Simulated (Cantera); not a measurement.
Input: 1 mol Fe3O4, 0.78 mol CO, 5.5 mol H2, held at 1 atm.

These are equilibrium values from Cantera (NASA tables, ideal gas, pure condensed phases), not measurements of a reactor. Candidate condensed phases: C, C6H6, C7H8, C8H18, Fe, Fe(CO)5, FeO, Fe(OH)2, Fe(OH)3, Fe2O3, Fe3O4, H2O; 114 gas species. Each liquid is taken as pure. Mutual solubility and eutectic melting of coexisting phases are not modelled. The tables' stoichiometric FeO is somewhat more stable than real wüstite, so its field is too wide. FeO: taken at fixed stoichiometry. Kinetics and transport are ignored.

x: gas mole fraction; n: condensed amount in mol.

```csv
T (K),x H2,x H2O,x CO,x CO2,x Fe,x H,x OH,n Fe(γ),n FeO(s),n FeO(l),n Fe(δ),n Fe(l)
1550,0.609,0.267,0.107,0.0168,4.14e-7,2.44e-5,3.60e-7,0.783,2.22,0,0,0
1650,0.593,0.282,0.108,0.0160,___,___,___,___,0,2.13,0,0
1750,0.599,0.277,0.110,0.0141,1.38e-5,0.000179,4.84e-6,0,0,2.17,0.827,0
1850,0.600,0.275,0.111,0.0127,5.78e-5,0.000415,1.40e-5,0,0,2.19,0,0.807
1950,0.597,0.278,0.112,0.0119,___,___,___,0,0,2.18,0,0.821
2050,0.593,0.280,0.113,0.0112,0.000622,0.00174,8.96e-5,0,0,2.16,0,0.831
2150,0.589,0.282,0.113,0.0106,0.00171,0.00322,0.000199,0,0,2.15,0,0.834
2250,0.584,0.282,0.113,0.0100,0.00428,0.00564,0.000409,0,0,2.15,0,0.825
2350,0.576,0.281,0.113,0.00953,0.00987,0.00941,0.000789,0,0,2.14,0,0.795
```

### Question
Fill in the missing entries.

### Answer

- 1650, x Fe: 2.67e-6
- 1650, x H: 6.95e-5
- 1650, x OH: 1.50e-6
- 1650, n Fe(γ): 0.875
- 1950, x Fe: 0.000202
- 1950, x H: 0.000880
- 1950, x OH: 3.72e-5
